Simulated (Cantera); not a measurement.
## Gas activation for diamond growth

An isothermal, constant-pressure homogeneous reactor starts with CH4 : H2 : N2 = 0.02 : 1 : 0.043 (molar parts), at 2025 K and 0.0263 atm.

Cantera simulation using GRI-Mech 3.0 (53 species, 325 reactions); the numbers are that mechanism's predictions, not measurements. GRI-Mech 3.0 stops at C3 and has no aromatics, soot or wall deposition, so with more carbon than oxygen in the feed, carbon stays in small species such as C2H2 where larger ones or solid carbon would form. Radical loss at walls, strong at low pressure, is not modelled.

| t (s) | x CH4 | x H2 | x C2H | x C2H2 | x H |
|---|---|---|---|---|---|
| 4.00e-6 | 0.0188 | 0.941 | <1e-12 | <1e-12 | 2.50e-6 |
| 1.13e-5 | 0.0188 | 0.941 | <1e-12 | <1e-12 | 7.69e-6 |
| 3.17e-5 | 0.0188 | 0.941 | <1e-12 | <1e-12 | 2.40e-5 |
| 8.94e-5 | 0.0188 | 0.941 | <1e-12 | 6.52e-11 | 7.16e-5 |
| 0.000252 | 0.0187 | 0.941 | <1e-12 | 4.23e-9 | 0.000206 |
| 0.000710 | 0.0186 | 0.940 | 3.71e-12 | 2.95e-7 | 0.000582 |
| 0.00200 | 0.0181 | 0.939 | 6.38e-10 | 1.81e-5 | 0.00163 |
| 0.00563 | 0.0162 | 0.937 | 4.56e-8 | 0.000508 | 0.00414 |
| 0.0159 | 0.00986 | 0.938 | 5.33e-7 | 0.00363 | 0.00678 |
| 0.0447 | 0.00342 | 0.941 | 1.30e-6 | 0.00721 | 0.00832 |
| 0.126 | 0.000879 | 0.941 | 1.84e-6 | 0.00866 | 0.00982 |
| 0.355 | 0.000226 | 0.940 | 2.13e-6 | 0.00904 | 0.0109 |
| 1.00 | 6.85e-5 | 0.940 | 2.26e-6 | 0.00913 | 0.0114 |
x: mole fraction; the columns are a selection and need not sum to one.

Equilibrium at this temperature and pressure: CH4 2.19e-5, H2 0.940, C2H 1.17e-6, C2H2 0.00470, H 0.0115 (gas phase only).
